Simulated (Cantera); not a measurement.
**Equilibrium for carbon deposition, reforming and gasification: C2H5OH + H2O + H2**

Input: 1 mol C2H5OH, 0.049 mol H2O, 11 mol H2, equilibrated at 101000 Pa.

These are equilibrium values from Cantera (NASA tables, ideal gas, pure condensed phases), not measurements of a reactor. Candidate condensed phases: C, C6H6, C7H8, C8H18, H2O; 110 gas species. Equilibrium is a limit: real reactors are often held back by kinetics, nucleation or transport.

```
T (K)   x H2    x CO     x CH4     x H2O     x CO2       x H  n C(graphite)
-----  -----  ------  --------  --------  --------  --------  -------------
1025   0.870  0.0584    0.0564    0.0137   0.00119   4.04e-9          0.365
1100   0.899  0.0658    0.0294   0.00536  0.000387   2.44e-8          0.606
1175   0.913  0.0683    0.0162   0.00219  0.000128   1.16e-7          0.745
1250   0.920  0.0691   0.00944  0.000971   4.66e-5   4.61e-7          0.825
1325   0.924  0.0694   0.00581  0.000468   1.89e-5   1.56e-6          0.871
1400   0.926  0.0695   0.00376  0.000243   8.40e-6   4.65e-6          0.898
1475   0.928  0.0695   0.00254  0.000135   4.07e-6   1.24e-5          0.915
1550   0.929  0.0695   0.00178   7.93e-5   2.12e-6   3.02e-5          0.925
1625   0.929  0.0695   0.00129   4.90e-5   1.18e-6   6.76e-5          0.931
1700   0.929  0.0695  0.000958   3.16e-5   6.91e-7  0.000141          0.935
1775   0.929  0.0695  0.000733   2.12e-5   4.25e-7  0.000277          0.936
1850   0.929  0.0695  0.000573   1.47e-5   2.73e-7  0.000516          0.935
```
x: gas mole fraction; n: condensed amount in mol.

From 1025 K to 1850 K the condensed part is C(graphite). The main C-bearing gas is CO throughout.
